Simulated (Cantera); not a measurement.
**Premixed flame**

A freely propagating, adiabatic, planar premixed flame of H2 : O2 : N2 = 1 : 0.179 : 0.661 (molar parts), equivalence ratio 2.8, unburnt at 525 K and 323 Torr; mixture-averaged transport, grid criteria slope 0.08 and curve 0.16, no radiation.

Model: the H2/O2 subset of GRI-Mech 3.0, which has no nitrogen chemistry, integrated in Cantera. Burning velocities carry a grid error of a few per cent, more on coarse grids.

| z (mm) | T (K) | u (m/s) | x H2 | x O2 | x H | x H2O | x HO2 | x H2O2 |
|---|---|---|---|---|---|---|---|---|
| -4.11 | 525 | 5.94 | 0.543 | 0.0973 | <1e-8 | <1e-8 | <1e-8 | <1e-8 |
| -2.74 | 525 | 5.94 | 0.543 | 0.0973 | <1e-8 | <1e-8 | <1e-8 | <1e-8 |
| -2.05 | 525 | 5.94 | 0.543 | 0.0973 | <1e-8 | <1e-8 | <1e-8 | <1e-8 |
| -1.37 | 525 | 5.94 | 0.543 | 0.0973 | 8.75e-8 | 1.24e-7 | 6.37e-7 | <1e-8 |
| -0.685 | 551 | 6.20 | 0.540 | 0.0971 | 0.000372 | 0.00127 | 0.000139 | 3.35e-6 |
| -0.342 | 751 | 8.28 | 0.512 | 0.0913 | 0.00898 | 0.0186 | 7.40e-5 | 3.65e-6 |
| 0 | 1106 | 11.9 | 0.420 | 0.0581 | 0.0504 | 0.0912 | 2.90e-5 | 3.59e-7 |
| 0.342 | 1340 | 14.4 | 0.341 | 0.0120 | 0.0854 | 0.180 | 5.73e-6 | 1.59e-7 |
| 0.685 | 1432 | 15.3 | 0.328 | 0.00149 | 0.0867 | 0.202 | 6.71e-7 | 8.59e-8 |
| 1.37 | 1524 | 16.2 | 0.334 | 0.000115 | 0.0761 | 0.206 | 5.08e-8 | 7.46e-8 |
| 2.74 | 1623 | 17.1 | 0.343 | 6.35e-5 | 0.0620 | 0.207 | 2.83e-8 | 5.97e-8 |
| 5.48 | 1723 | 18.0 | 0.354 | 4.29e-5 | 0.0473 | 0.209 | 1.97e-8 | 3.86e-8 |
| 11.0 | 1813 | 18.8 | 0.363 | 2.45e-5 | 0.0337 | 0.211 | 1.22e-8 | 2.09e-8 |
x: mole fraction of selected species; z is measured from the peak of heat release.

- laminar burning velocity: 594 cm/s
- thermal thickness: 1.37 mm
- peak x(H): 0.0880
- peak x(HO2): 0.000139
- peak x(H2O2): 5.42e-6
- grid points: 142
